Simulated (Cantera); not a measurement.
## Premixed flame

A freely propagating, adiabatic, planar premixed flame of H2 : O2 : N2 = 1 : 0.602 : 2.27 (molar parts), equivalence ratio 0.83, unburnt at 550 K and 0.730 atm; mixture-averaged transport, grid criteria slope 0.08 and curve 0.16, no radiation.

Computed with Cantera and the H2/O2 subset of GRI-Mech 3.0, which has no nitrogen chemistry. Burning velocities carry a grid error of a few per cent, more on coarse grids.

| z (mm) | T (K) | u (m/s) | x H2 | x O2 | x H2O2 | x OH | x H2O | x H |
|---|---|---|---|---|---|---|---|---|
| -1.97 | 550 | 5.34 | 0.258 | 0.155 | <1e-8 | <1e-8 | <1e-8 | <1e-8 |
| -1.31 | 550 | 5.34 | 0.258 | 0.155 | <1e-8 | <1e-8 | <1e-8 | <1e-8 |
| -0.985 | 550 | 5.34 | 0.258 | 0.155 | <1e-8 | <1e-8 | <1e-8 | <1e-8 |
| -0.657 | 550 | 5.33 | 0.258 | 0.155 | <1e-8 | <1e-8 | 1.13e-7 | <1e-8 |
| -0.328 | 561 | 5.42 | 0.254 | 0.156 | 3.40e-6 | 2.92e-5 | 0.000476 | 6.88e-5 |
| -0.164 | 755 | 7.11 | 0.222 | 0.152 | 1.78e-5 | 0.000740 | 0.0171 | 0.00428 |
| 0 | 1185 | 10.8 | 0.125 | 0.116 | 5.09e-6 | 0.00339 | 0.0990 | 0.0297 |
| 0.164 | 1497 | 13.5 | 0.0475 | 0.0625 | 3.14e-6 | 0.00970 | 0.190 | 0.0457 |
| 0.328 | 1647 | 14.7 | 0.0328 | 0.0485 | 1.80e-6 | 0.0131 | 0.214 | 0.0411 |
| 0.657 | 1806 | 16.0 | 0.0294 | 0.0434 | 9.15e-7 | 0.0157 | 0.226 | 0.0302 |
| 1.31 | 1964 | 17.2 | 0.0256 | 0.0397 | 4.95e-7 | 0.0171 | 0.239 | 0.0196 |
| 2.63 | 2108 | 18.3 | 0.0202 | 0.0363 | 3.10e-7 | 0.0169 | 0.252 | 0.0112 |
| 5.25 | 2227 | 19.1 | 0.0140 | 0.0336 | 2.26e-7 | 0.0152 | 0.265 | 0.00552 |
x: mole fraction of selected species; z is measured from the peak of heat release.

| Property | Result |
|---|---|
| laminar burning velocity | 534 cm/s |
| thermal thickness | 0.657 mm |
| peak x(H2O2) | 1.82e-5 |
| peak x(OH) | 0.0172 |
| peak x(H) | 0.0457 |
| grid points | 131 |
